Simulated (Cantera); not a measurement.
What does this Cantera script print?

```python
import numpy as np
import cantera as ct

gas = ct.Solution("gri30.yaml")
gas.TPX = 575, 13332, {'CH4': 1, 'O2': 1.43, 'N2': 4.2}
flame = ct.FreeFlame(gas, width=0.16)
flame.set_refine_criteria(ratio=3, slope=0.08, curve=0.16)
flame.transport_model = "mixture-averaged"
flame.solve(loglevel=0, auto=True)
z, T = flame.grid, flame.T
thick = (T[-1] - T[0]) / np.gradient(T, z).max()
show = ['CH4', 'O2', 'CH2O', 'N2O', 'NO2', 'CH2CO']
print(f"laminar burning velocity  {flame.velocity[0] * 100:.3f} cm/s")
print(f"burnt temperature         {T[-1]:.1f} K")
print(f"thermal thickness         {thick * 1e3:.4f} mm")
print(f"grid points               {len(z)}")
z0 = z[flame.heat_release_rate.argmax()]
print(f"{'z/mm':>9s}{'T/K':>9s}{'u/(m/s)':>9s}" + "".join(f"{s:>11s}" for s in show))
rows = []
for k in (-3, -2, -1.5, -1, -0.5, -0.25, 0, 0.25, 0.5, 1, 2, 4, 8):
    zz = z0 + k * thick
    rows.append([k * thick, np.interp(zz, z, T), np.interp(zz, z, flame.velocity),
                 *(np.interp(zz, z, flame.X[gas.species_index(s)]) for s in show)])
    print(f"{rows[-1][0] * 1e3:9.3f}{rows[-1][1]:9.1f}{rows[-1][2]:9.3f}" + "".join(f"{x:11.3e}" for x in rows[-1][3:]))
```

Output:

```
laminar burning velocity  156.057 cm/s
burnt temperature         2318.8 K
thermal thickness         2.0325 mm
grid points               150
     z/mm      T/K  u/(m/s)        CH4         O2       CH2O        N2O        NO2      CH2CO
   -6.097    575.1    1.564  1.505e-01  2.152e-01  1.311e-07  2.436e-14  2.936e-11  3.344e-10
   -4.065    577.0    1.577  1.494e-01  2.140e-01  2.603e-06  6.105e-13  5.579e-10  1.009e-08
   -3.049    586.6    1.614  1.475e-01  2.121e-01  1.522e-05  5.750e-12  2.890e-09  1.152e-07
   -2.032    669.8    1.872  1.388e-01  2.042e-01  1.260e-04  1.078e-10  9.542e-09  3.193e-06
   -1.016   1131.7    3.266  9.556e-02  1.610e-01  9.758e-04  1.563e-09  1.238e-08  8.868e-05
   -0.508   1553.4    4.580  5.182e-02  1.097e-01  1.486e-03  4.169e-09  1.319e-08  2.658e-04
    0.000   1925.3    5.773  1.553e-02  5.590e-02  9.124e-04  7.320e-09  5.272e-09  2.651e-04
    0.508   2121.0    6.398  2.554e-03  2.301e-02  2.996e-04  8.258e-09  1.242e-09  8.377e-05
    1.016   2185.8    6.593  3.170e-04  9.248e-03  6.406e-05  8.529e-09  7.649e-10  1.481e-05
    2.032   2209.4    6.644  4.846e-06  2.572e-03  1.619e-06  7.527e-09  9.985e-10  4.472e-07
    4.065   2216.5    6.650  7.032e-09  1.597e-03  3.650e-09  5.879e-09  1.190e-09  1.689e-09
    8.130   2222.9    6.664  4.273e-12  1.481e-03  2.468e-10  5.482e-09  1.294e-09  1.479e-12
   16.260   2233.3    6.689  3.196e-15  1.350e-03  2.499e-10  5.669e-09  1.419e-09  6.260e-17
```

Model: GRI-Mech 3.0 (53 species, 325 reactions), integrated in Cantera. Burning velocities carry a grid error of a few per cent, more on coarse grids.
